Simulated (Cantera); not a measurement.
A Cantera script and what it prints.

```python
import numpy as np
import cantera as ct

gas_names = """
    CL CLO CL2 N NO NO2 NO3 N2 N2O O O2 O3 Si SiCL SiCL2 SiCL3 SiCL4 SiN SiO SiO2 Si2 Si2N Si3
""".split()
cond_names = """
    Si(cr) Si(L) SiO2(Lqz) SiO2(hqz) SiO2(L) Si2N2O(s) Si3N4(a)
""".split()


# ... load() reads the species with a 1 bar reference pressure and builds the phases ...
atoms = {
    'SiCl4': {'Si': 1, 'CL': 4},
    'N2O': {'N': 2, 'O': 1},
    'N2': {'N': 2},
}
top_T = {'Si2N2O(s)': 2100, 'Si3N4(a)': 2400}  # K; cautious upper limits of use, not melting points


# ... equilibrate(T, P, feed) seeds the gas with the atoms and calls Mixture.equilibrate('TP', solver="vcs", rtol=1e-11, max_steps=5000) ...
results = []
feed = {'SiCl4': 1, 'N2O': 0.68, 'N2': 72}  # mol
P = 19000  # Pa
for T in [800, 875, 950, 1025, 1100, 1175, 1250, 1325, 1400, 1475, 1550, 1625]:
    mix = equilibrate(T, P, feed)
    results.append((T, P, feed, dict(zip(mix.species_names, mix.species_moles))))

top = {s: max(r[3][s] / sum(r[3][g] for g in gas_names) for r in results) for s in gas_names}
cols = sorted((s for s in top if top[s] > 1e-06), key=lambda s: -top[s])[:8]
seen = [c for c in cond_names if any(r[3].get(c, 0) > 1e-12 for r in results)]
print("log10 of partial pressures in bar; condensed amounts in mol")
print(f"{'T/K':>10s}" + "".join(f"{s[:9]:>10s}" for s in cols + seen))
for T, P, feed, n in results:
    ng = sum(n[g] for g in gas_names)
    print(f"{T:10.4g}" + "".join(f"{np.log10(max(n[s] / ng * P / 1e5, 1e-99)):10.3f}" for s in cols)
          + "".join(f"{n.get(c, 0):10.4g}" for c in seen))
```

It prints:

```
log10 of partial pressures in bar; condensed amounts in mol
       T/K        N2        CL       CL2     SiCL4     SiCL3     SiCL2 SiO2(Lqz) SiO2(hqz)
       800    -0.729    -6.408    -2.758    -2.771   -14.089   -23.361      0.34         0
       875    -0.729    -5.716    -2.758    -2.771   -12.578   -20.623         0      0.34
       950    -0.729    -5.132    -2.759    -2.771   -11.308   -18.321         0      0.34
      1025    -0.729    -4.633    -2.761    -2.771   -10.224   -16.357         0      0.34
      1100    -0.729    -4.203    -2.766    -2.771    -9.288   -14.661         0      0.34
      1175    -0.729    -3.830    -2.777    -2.771    -8.469   -13.177         0      0.34
      1250    -0.730    -3.507    -2.799    -2.771    -7.744   -11.862         0      0.34
      1325    -0.730    -3.231    -2.839    -2.772    -7.092   -10.677         0      0.34
      1400    -0.730    -2.999    -2.906    -2.772    -6.495    -9.589         0      0.34
      1475    -0.731    -2.814    -3.012    -2.773    -5.937    -8.569         0      0.34
      1550    -0.732    -2.675    -3.167    -2.774    -5.405    -7.591         0      0.34
      1625    -0.732    -2.581    -3.370    -2.777    -4.893    -6.643         0      0.34
```

Method: chemical equilibrium by Gibbs-energy minimisation in Cantera with the NASA 1993 tables (ideal gas, pure condensed phases). The tables' values for SiCl3 are old estimates; treat these amounts as uncertain. The tables hold silica as quartz up to 1696 K and as liquid above; real silica turns to tridymite and cristobalite and melts near 1996 K.
